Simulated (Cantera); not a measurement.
## Hydrocarbon pyrolysis for carbon deposition

A perfectly stirred reactor is fed with 0.524 % C2H6, 99.5 % N2, at 0.728 Torr; it is held at 1975 K, and followed from long to short residence time.

Model: GRI-Mech 3.0 (53 species, 325 reactions), integrated in Cantera. GRI-Mech 3.0 stops at C3 and has no aromatics, soot or wall deposition, so with more carbon than oxygen in the feed, carbon stays in small species such as C2H2 where larger ones or solid carbon would form. Radical loss at walls, strong at low pressure, is not modelled.

```json
[
 {"τ (s)": "14", "x C2H6": "3.56e-7", "x CH2": "4.31e-6", "x C2H2": "0.00430", "x CH4": "0.000125", "x C2H4": "4.46e-6", "x CH3": "0.000107"},
 {"τ (s)": "4.8", "x C2H6": "1.04e-6", "x CH2": "7.30e-6", "x C2H2": "0.00450", "x CH4": "0.000215", "x C2H4": "1.38e-5", "x CH3": "0.000198"},
 {"τ (s)": "1.7", "x C2H6": "2.90e-6", "x CH2": "1.18e-5", "x C2H2": "0.00451", "x CH4": "0.000324", "x C2H4": "3.71e-5", "x CH3": "0.000349"},
 {"τ (s)": "0.59", "x C2H6": "8.24e-6", "x CH2": "1.88e-5", "x C2H2": "0.00436", "x CH4": "0.000441", "x C2H4": "9.36e-5", "x CH3": "0.000609"},
 {"τ (s)": "0.21", "x C2H6": "2.27e-5", "x CH2": "2.85e-5", "x C2H2": "0.00402", "x CH4": "0.000537", "x C2H4": "0.000212", "x CH3": "0.00104"},
 {"τ (s)": "0.073", "x C2H6": "6.32e-5", "x CH2": "4.13e-5", "x C2H2": "0.00337", "x CH4": "0.000579", "x C2H4": "0.000444", "x CH3": "0.00179"},
 {"τ (s)": "0.026", "x C2H6": "0.000171", "x CH2": "5.44e-5", "x C2H2": "0.00238", "x CH4": "0.000516", "x C2H4": "0.000788", "x CH3": "0.00294"},
 {"τ (s)": "0.0090", "x C2H6": "0.000466", "x CH2": "6.18e-5", "x C2H2": "0.00112", "x CH4": "0.000333", "x C2H4": "0.00106", "x CH3": "0.00450"},
 {"τ (s)": "0.0032", "x C2H6": "0.00117", "x CH2": "5.10e-5", "x C2H2": "0.000236", "x CH4": "0.000144", "x C2H4": "0.000807", "x CH3": "0.00557"},
 {"τ (s)": "0.0011", "x C2H6": "0.00248", "x CH2": "1.93e-5", "x C2H2": "9.79e-6", "x CH4": "4.03e-5", "x C2H4": "0.000214", "x CH3": "0.00484"},
 {"τ (s)": "0.00039", "x C2H6": "0.00379", "x CH2": "2.35e-6", "x C2H2": "1.42e-7", "x CH4": "8.07e-6", "x C2H4": "1.75e-5", "x CH3": "0.00279"}
]
```
x: mole fraction; the columns are a selection and need not sum to one.
